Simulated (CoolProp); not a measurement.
Values from CoolProp's reference Helmholtz-energy equation of state, Lemmon 2013.

### Question
For propylene, give the phase and the density (kg/m³), cp (kJ/(kg K)), expansivity (1/kK) at 121.8 K and 5940 kPa.

### Answer
- 121.8 K and 5940 kPa: liquid; density 732, cp 2.09, expansivity 1.51
